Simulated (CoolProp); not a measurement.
Vapour-liquid equilibrium of R1234yf (1) + R1234ze(E) (2) at 264.5 K; x and y are mole fractions of (1).

Model: multi-fluid Helmholtz-energy mixture model, Lemmon 2022 and Thol 2016; pair parameters Bell 2022, in CoolProp.

| x | bubble pressure, mixture model (bar) | bubble pressure, Raoult's law (bar) | y, mixture model | y, Raoult's law |
|---|---|---|---|---|
| 0.05 | 1.602 | 1.595 | 0.075 | 0.073 |
| 0.15 | 1.688 | 1.672 | 0.211 | 0.209 |
| 0.25 | 1.770 | 1.750 | 0.331 | 0.333 |
| 0.35 | 1.848 | 1.827 | 0.441 | 0.446 |
| 0.45 | 1.924 | 1.904 | 0.542 | 0.551 |
| 0.55 | 1.999 | 1.982 | 0.636 | 0.647 |
| 0.65 | 2.072 | 2.059 | 0.725 | 0.736 |
| 0.75 | 2.146 | 2.137 | 0.809 | 0.818 |
| 0.85 | 2.219 | 2.214 | 0.889 | 0.895 |
| 0.95 | 2.293 | 2.292 | 0.964 | 0.966 |

The largest gap from Raoult's law is +1.1 % in bubble pressure, at x = 0.25. No azeotrope shows between x = 0.05 and 0.95.

The pair parameters rest on a limited set of measurements; away from them the model extrapolates.
